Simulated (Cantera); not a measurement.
A perfectly stirred reactor is fed with 5.56 % C₃H₈, 19.9 % O₂, 74.6 % N₂, at 60000 Pa; it is adiabatic with a 650 K inlet, and is followed from long to short residence time, starting on the burning branch (τ in s: 0.33, 0.086, 0.022, 0.0058, 0.0015, 0.00039, 0.0001, 2.6e-05, 6.8e-06).

Computed with Cantera and GRI-Mech 3.0 (53 species, 325 reactions). GRI-Mech 3.0 was tuned for natural gas; its chemistry of propane as a main component is partial and can be far from experiment.

**Question.** Predict: blow-out, bracketed by the residence times tried; x(C₃H₈) at τ = 0.330 s; x(O₂) at τ = 0.330 s; x(H₂O) at τ = 0.330 s; x(C₂H₄) at τ = 0.330 s; x(CH₂O) at τ = 0.330 s; x(C₃H₈) at τ = 1.50 ms; x(O₂) at τ = 1.50 ms; x(H₂O) at τ = 1.50 ms; x(C₂H₄) at τ = 1.50 ms; x(CH₂O) at τ = 1.50 ms.

**Answer.** 
- blow-out, bracketed by the residence times tried = burning at 0.100 ms, out at 26.0 µs
- x(C₃H₈) at τ = 0.330 s = 7.39e-8
- x(O₂) at τ = 0.330 s = 0.000120
- x(H₂O) at τ = 0.330 s = 0.147
- x(C₂H₄) at τ = 0.330 s = 3.16e-7
- x(CH₂O) at τ = 0.330 s = 2.50e-7
- x(C₃H₈) at τ = 1.50 ms = 8.53e-6
- x(O₂) at τ = 1.50 ms = 0.00193
- x(H₂O) at τ = 1.50 ms = 0.141
- x(C₂H₄) at τ = 1.50 ms = 2.14e-5
- x(CH₂O) at τ = 1.50 ms = 1.56e-5
